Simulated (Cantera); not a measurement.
A perfectly stirred reactor is fed with CO : O₂ : H₂O : N₂ = 0.0021 : 0.044 : 0.00018 : 1 (molar parts), at 10.0 bar; it is held at 1273 K, and followed from long to short residence time.

Cantera simulation using GRI-Mech 3.0 (53 species, 325 reactions); the numbers are that mechanism's predictions, not measurements.

### Question
What does this change do: pressure from 10.0 bar to 0.580 bar?

### Answer
```tsv
quantity	before	after
x(CO) at τ = 28.0 s	7.63e-6	1.84e-5
x(O₂) at τ = 28.0 s	0.0411	0.0411
x(H₂O) at τ = 28.0 s	0.000172	0.000171
x(N₂O) at τ = 28.0 s	5.47e-7	6.09e-7
x(H₂O₂) at τ = 28.0 s	4.17e-11	1.14e-10
x(CO) at τ = 0.370 s	0.000363	0.000325
x(O₂) at τ = 0.370 s	0.0413	0.0412
x(H₂O) at τ = 0.370 s	0.000172	0.000167
x(N₂O) at τ = 0.370 s	3.49e-6	9.95e-7
x(H₂O₂) at τ = 0.370 s	1.30e-9	1.38e-9
```
